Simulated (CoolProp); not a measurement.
Hexamethyldisiloxane (MM) at several states: fugacity coefficient from the reference equation and from simpler models built on Tc = 518.7 K, pc = 1.931 MPa, ω = 0.418; each cubic takes its own stable root.

Values from CoolProp's reference Helmholtz-energy equation of state, Thol 2016.

| T (K) | p (MPa) | phase | reference | van der Waals | Soave-Redlich-Kwong |
|---|---|---|---|---|---|
| 582.9 | 2.5 | supercritical | 0.7240 | 0.7149 | 0.7411 |
| 428.3 | 9.92 | liquid | (withheld) | 0.1865 | (withheld) |
| 292 | 1.43 | liquid | 0.003186 | 0.09080 | 0.003200 |
| 465 | 0.242 | gas | 0.9349 | 0.9518 | (withheld) |
| 291.8 | 0.122 | liquid | 0.03297 | 0.8774 | (withheld) |
| 405.5 | 0.113 | gas | 0.9507 | (withheld) | (withheld) |

**Question.** What belongs in the gaps?

**Answer.** 
- 428.3, reference: 0.06791
- 428.3, Soave-Redlich-Kwong: 0.07278
- 465, Soave-Redlich-Kwong: 0.9378
- 291.8, Soave-Redlich-Kwong: 0.03282
- 405.5, van der Waals: 0.9690
- 405.5, Soave-Redlich-Kwong: 0.9545
